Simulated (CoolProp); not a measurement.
Hydrogen chloride at 200.01 K and 0.0563 MPa is throttled through a valve to 0.0232 MPa with no heat exchange. Each further row changes one setting.

Model: reference Helmholtz-energy equation of state, Thol 2018, in CoolProp.

```tsv
case	temperature change (K)	final density (kg/m³)
as stated	[?]	0.515
outlet pressure 0.00696 MPa	[?]	[?]
outlet pressure 0.0302 MPa	[?]	0.671
```

Question: What belongs in the gaps?

Answer: 
- as stated, temperature change (K): -1.5
- outlet pressure 0.00696 MPa, temperature change (K): -2.3
- outlet pressure 0.00696 MPa, final density (kg/m³): 0.155
- outlet pressure 0.0302 MPa, temperature change (K): -1.2
